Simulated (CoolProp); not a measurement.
Vapour-liquid equilibrium of ethanol (1) + acetone (2) at 455.2 K; x and y are mole fractions of (1).

Model: multi-fluid Helmholtz-energy mixture model, Schroeder 2014 and Lemmon 2006; pair parameters Bell 2016, in CoolProp.

| x | bubble pressure, mixture model (MPa) | bubble pressure, Raoult's law (MPa) | y, mixture model | y, Raoult's law |
|---|---|---|---|---|
| 0.05 | 2.096 | 2.053 | 0.062 | 0.050 |
| 0.125 | 2.152 | 2.054 | 0.147 | 0.126 |
| 0.2 | 2.197 | 2.055 | 0.226 | 0.201 |
| 0.275 | 2.232 | 2.057 | 0.300 | 0.277 |
| 0.35 | 2.256 | 2.058 | 0.369 | 0.352 |
| 0.425 | 2.270 | 2.059 | 0.436 | 0.427 |
| 0.5 | 2.276 | 2.061 | 0.501 | 0.502 |
| 0.575 | 2.272 | 2.062 | 0.566 | 0.577 |
| 0.65 | 2.259 | 2.063 | 0.632 | 0.652 |
| 0.725 | 2.238 | 2.065 | 0.700 | 0.727 |
| 0.8 | 2.206 | 2.066 | 0.773 | 0.801 |
| 0.875 | 2.165 | 2.067 | 0.851 | 0.876 |
| 0.95 | 2.112 | 2.069 | 0.937 | 0.950 |

The largest gap from Raoult's law is +10.4 % in bubble pressure, at x = 0.5. y crosses x between x = 0.5 and 0.575: the model has an azeotrope there.

The pair parameters rest on a limited set of measurements; away from them the model extrapolates.
